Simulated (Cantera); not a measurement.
Charge: 1 mol CH₃Cl, 0.19 mol Si, equilibrated at 2675 K and 8.70 mbar.

Cantera equilibrium calculation (NASA polynomials, part measured and part estimated; ideal gas, pure solids and liquids). Candidate condensed phases: C, C₆H₆, C₇H₈, C₈H₁₈, Si, SiC; 109 gas species. The tables' values for SiCl are old estimates; treat these amounts as uncertain. Gases not in the tables: Si₂H₆ and higher silanes. Equilibrium is a limit: real reactors are often held back by kinetics, nucleation or transport.

Base state: H 0.295, H₂ 0.283, HCl 0.201, Cl 0.146, Si 0.0414, SiC₂ 0.0172, C₂H₂ (acetylene) 0.00610, SiCl₂ 0.00410 (mole fractions); condensed: C(graphite).

Problem. What changes in the equilibrium state with this change: pressure from 8.70 mbar to 0.133 bar?

Solution. 
```csv
species,before,after
H₂,0.283,0.459
HCl,0.201,0.307
H,0.295,0.0958
SiCl₂,0.00410,0.0431
Cl,0.146,0.0447
Si,0.0414,0.0197
SiC₂,0.0172,0.00815
SiCl₃,5.78e-6,0.000286
C₃,0.000724,4.72e-5
C₂,6.89e-5,4.50e-6
C,0.000181,1.18e-5
"C(graphite), mol",0.857,0.912
```
The tables' values for SiCl, SiCl₃ are old estimates; treat these amounts as uncertain.

Problem. What changes in the equilibrium state with this change: temperature from 2675 K to 2048 K?

Solution. 
| species | before | after |
|---|---|---|
| H₂ | 0.283 | 0.533 |
| HCl | 0.201 | 0.395 |
| SiCl₂ | 0.00410 | 0.0432 |
| H | 0.295 | 0.0175 |
| SiC₂ | 0.0172 | 2.92e-5 |
| Si | 0.0414 | 0.000566 |
| Cl | 0.146 | 0.00962 |
| C₃ | 0.000724 | 1.01e-8 |
| C₂ | 6.89e-5 | <1e-9 |
| C | 0.000181 | 9.61e-9 |
| C(graphite), mol | 0.857 | 0.899 |
| SiC(s), mol | 0 | 0.0987 |
The tables' values for SiCl, SiCl₃ are old estimates; treat these amounts as uncertain.

Problem. What changes in the equilibrium state with this change: pressure from 8.70 mbar to 2.60 mbar?

Solution. 
| species | before | after |
|---|---|---|
| H | 0.295 | 0.437 |
| Cl | 0.146 | 0.192 |
| H₂ | 0.283 | 0.186 |
| HCl | 0.201 | 0.117 |
| Si | 0.0414 | 0.0401 |
| SiC₂ | 0.0172 | 0.0166 |
| SiCl₂ | 0.00410 | 0.000616 |
| SiH₂ | 1.17e-5 | 2.22e-6 |
| C(graphite), mol | 0.857 | 0.833 |
